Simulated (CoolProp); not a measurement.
Properties of fluorine along the isobar 1.68 MPa.

Computed with CoolProp (reference Helmholtz-energy equation of state, de Reuck 1990).

```tsv
T (°C)	phase	Z	expansivity (1/kK)
-188.75	liquid	0.06023	4.564
-165.05	liquid	0.05352	6.704
-141.25	gas	0.8396	12.92
-117.45	gas	0.9107	8.589
-93.75	gas	0.9451	6.689
-69.95	gas	0.9644	5.566
-46.25	gas	0.9762	4.813
-22.45	gas	0.9839	4.259
1.35	gas	0.9893	3.832
```
